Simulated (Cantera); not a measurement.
Input (Python, Cantera):

```python
import numpy as np
import cantera as ct

gas = ct.Solution("gri30.yaml")
gas.TPX = 1575, 480, {'CH4': 1, 'N2': 34}
reactor = ct.IdealGasConstPressureReactor(gas, energy="off", clone=False)
net = ct.ReactorNet([reactor])
net.rtol, net.atol = 1e-08, 1e-18
show = ['CH4', 'C2H2', 'C2H', 'H', 'HCN', 'CH3']
times = np.geomspace(0.0002, 30, 15)

steps = ct.SolutionArray(gas, extra=["t"])
rows = []
print(f"{'t/s':>10s}{'T/K':>9s}{'P/Pa':>11s}" + "".join(f"{s:>11s}" for s in show))
for t in times:
    while net.time < t:
        t_next = net.step()
        steps.append(gas.state, t=t_next)
    rows.append([np.interp(t, steps.t, y) for y in (steps.T, steps.P, *steps(*show).X.T)])
    print(f"{t:10.3e}{rows[-1][0]:9.1f}{rows[-1][1]:11.4g}" + "".join(f"{x:11.3e}" for x in rows[-1][2:]))
rate = np.gradient(steps.T, steps.t)
print("integrator steps:", len(steps.t))
if steps.T.max() > steps.T[0] + 200:
    print(f"time of steepest temperature rise: {steps.t[rate.argmax()]:.4e} s")
gas.TPX = 1575, 480, {'CH4': 1, 'N2': 34}
gas.equilibrate("TP")
print(f"equilibrium (TP): T = {gas.T:.1f} K  " + "  ".join(f"{s} {gas[s].X[0]:.3e}" for s in show))
```

Output:

```
       t/s      T/K       P/Pa        CH4       C2H2        C2H          H        HCN        CH3
 2.000e-04   1575.0        480  2.857e-02  4.804e-20  1.147e-28  2.849e-08  5.446e-19  4.919e-08
 4.685e-04   1575.0        480  2.857e-02  2.338e-18  2.019e-26  4.652e-08  3.766e-18  1.355e-07
 1.098e-03   1575.0        480  2.857e-02  1.397e-16  3.644e-24  5.769e-08  2.531e-17  3.686e-07
 2.572e-03   1575.0        480  2.857e-02  7.091e-15  4.785e-22  5.931e-08  1.602e-16  9.394e-07
 6.024e-03   1575.0        480  2.857e-02  2.812e-13  4.690e-20  5.937e-08  9.596e-16  2.280e-06
 1.411e-02   1575.0        480  2.857e-02  9.549e-12  3.828e-18  5.964e-08  5.741e-15  5.421e-06
 3.306e-02   1575.0        480  2.856e-02  3.031e-10  2.875e-16  6.117e-08  3.877e-14  1.277e-05
 7.746e-02   1575.0        480  2.854e-02  9.358e-09  2.062e-14  6.972e-08  3.206e-13  2.995e-05
 1.815e-01   1575.0        480  2.849e-02  2.850e-07  1.287e-12  1.178e-07  2.724e-12  6.992e-05
 4.251e-01   1575.0        480  2.827e-02  8.630e-06  4.402e-11  4.072e-07  4.295e-11  1.606e-04
 9.960e-01   1575.0        480  2.671e-02  2.424e-04  9.305e-10  2.497e-06  1.850e-09  3.264e-04
 2.333e+00   1575.0        480  1.962e-02  3.250e-03  1.043e-08  1.293e-05  5.717e-08  3.611e-04
 5.466e+00   1575.0        480  1.048e-02  8.478e-03  2.636e-08  2.758e-05  3.715e-07  2.145e-04
 1.281e+01   1575.0        480  4.180e-03  1.177e-02  4.363e-08  4.488e-05  1.206e-06  1.055e-04
 3.000e+01   1575.0        480  1.193e-03  1.328e-02  6.665e-08  6.834e-05  2.945e-06  4.127e-05
integrator steps: 1069
equilibrium (TP): T = 1575.0 K  CH4 7.383e-07  C2H2 2.136e-03  C2H 1.851e-08  H 1.232e-04  HCN 2.350e-02  CH3 4.437e-08
```

Cantera simulation using GRI-Mech 3.0 (53 species, 325 reactions); the numbers are that mechanism's predictions, not measurements. GRI-Mech 3.0 stops at C3 and has no aromatics, soot or wall deposition, so with more carbon than oxygen in the feed, carbon stays in small species such as C2H2 where larger ones or solid carbon would form. Radical loss at walls, strong at low pressure, is not modelled.
